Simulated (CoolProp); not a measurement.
Properties of ethanol along the isobar 22.2 bar (Tc = 241.6 °C, pc = 62.68 bar, ω = 0.644).

The numbers come from the reference Helmholtz-energy equation of state, Schroeder 2014 in CoolProp.

| T (°C) | phase | density (kg/m³) | cp (kJ/(kg K)) | Joule-Thomson coefficient (K/MPa) | isothermal compressibility (1/MPa) | conductivity (mW/(m K)) |
|---|---|---|---|---|---|---|
| -68.35 | liquid | 866.4 | 1.962 | -0.4651 | 0.0006265 | 193 |
| -49.15 | liquid | 849.6 | 2.013 | -0.4518 | 0.0007049 | 185 |
| -29.85 | liquid | 833.2 | 2.092 | -0.4321 | 0.0007967 | 178 |
| -10.55 | liquid | 816.9 | 2.192 | -0.4080 | 0.0009007 | 173 |
| 8.75 | liquid | 800.8 | 2.313 | -0.3805 | 0.001019 | 168 |
| 27.95 | liquid | 784.5 | 2.455 | -0.3494 | 0.001155 | 164 |
| 47.25 | liquid | 767.8 | 2.619 | -0.3144 | 0.001318 | 161 |
| 66.55 | liquid | 750.4 | 2.801 | -0.2753 | 0.001523 | 157 |
| 85.85 | liquid | 731.7 | 3.001 | -0.2309 | 0.001792 | 154 |
| 105.05 | liquid | 711.5 | 3.219 | -0.1786 | 0.002164 | 151 |
| 124.35 | liquid | 688.7 | 3.461 | -0.1136 | 0.002719 | 148 |
| 143.65 | liquid | 662.4 | 3.720 | -0.02980 | 0.003600 | 145 |
| 162.95 | liquid | 631.4 | 3.981 | 0.08362 | 0.005107 | 141 |
| 182.25 | liquid | 593.9 | 4.276 | 0.2614 | 0.008084 | 138 |
| 201.45 | gas | 31.98 | 2.934 | 15.92 | 0.5848 | 41.0 |

Thermal conductivity comes from a separate model (Assael 2013).
